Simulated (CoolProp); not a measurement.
Dimethyl carbonate along the isotherm 99.85 °C: fugacity coefficient from the reference equation and from simpler models built on Tc = 283.9 °C, pc = 49.09 bar, ω = 0.346; each cubic takes its own stable root.

The numbers come from the reference Helmholtz-energy equation of state, Zhou 2011 in CoolProp.

```json
[
 {"p (bar)": "1.55", "phase": "liquid", "reference": "0.8529", "van der Waals": "0.9762", "Soave-Redlich-Kwong": "0.8458", "Peng-Robinson": "0.8487"},
 {"p (bar)": "2.34", "phase": "liquid", "reference": "0.5663", "van der Waals": "0.9641", "Soave-Redlich-Kwong": "0.5617", "Peng-Robinson": "0.5635"},
 {"p (bar)": "3.53", "phase": "liquid", "reference": "0.3767", "van der Waals": "0.9458", "Soave-Redlich-Kwong": "0.3739", "Peng-Robinson": "0.3749"},
 {"p (bar)": "5.33", "phase": "liquid", "reference": "0.2509", "van der Waals": "0.9181", "Soave-Redlich-Kwong": "0.2491", "Peng-Robinson": "0.2496"},
 {"p (bar)": "8.04", "phase": "liquid", "reference": "0.1677", "van der Waals": "0.8564", "Soave-Redlich-Kwong": "0.1667", "Peng-Robinson": "0.1668"},
 {"p (bar)": "12.1", "phase": "liquid", "reference": "0.1128", "van der Waals": "0.5812", "Soave-Redlich-Kwong": "0.1123", "Peng-Robinson": "0.1122"},
 {"p (bar)": "18.3", "phase": "liquid", "reference": "0.07599", "van der Waals": "0.3968", "Soave-Redlich-Kwong": "0.07581", "Peng-Robinson": "0.07558"},
 {"p (bar)": "27.6", "phase": "liquid", "reference": "0.05182", "van der Waals": "0.2760", "Soave-Redlich-Kwong": "0.05186", "Peng-Robinson": "0.05152"},
 {"p (bar)": "41.6", "phase": "liquid", "reference": "0.03586", "van der Waals": "0.1966", "Soave-Redlich-Kwong": "0.03607", "Peng-Robinson": "0.03563"},
 {"p (bar)": "62.8", "phase": "liquid", "reference": "0.02531", "van der Waals": "0.1450", "Soave-Redlich-Kwong": "0.02565", "Peng-Robinson": "0.02514"},
 {"p (bar)": "94.8", "phase": "liquid", "reference": "0.01845", "van der Waals": "0.1126", "Soave-Redlich-Kwong": "0.01890", "Peng-Robinson": "0.01830"},
 {"p (bar)": "143", "phase": "liquid", "reference": "0.01411", "van der Waals": "0.09448", "Soave-Redlich-Kwong": "0.01469", "Peng-Robinson": "0.01397"},
 {"p (bar)": "216", "phase": "liquid", "reference": "0.01159", "van der Waals": "0.08872", "Soave-Redlich-Kwong": "0.01234", "Peng-Robinson": "0.01143"},
 {"p (bar)": "325", "phase": "liquid", "reference": "0.01058", "van der Waals": "0.09816", "Soave-Redlich-Kwong": "0.01165", "Peng-Robinson": "0.01039"},
 {"p (bar)": "491", "phase": "liquid", "reference": "0.01127", "van der Waals": "0.1384", "Soave-Redlich-Kwong": "0.01305", "Peng-Robinson": "0.01099"}
]
```

At some of these states van der Waals gives the other phase, because its saturation line lies elsewhere.
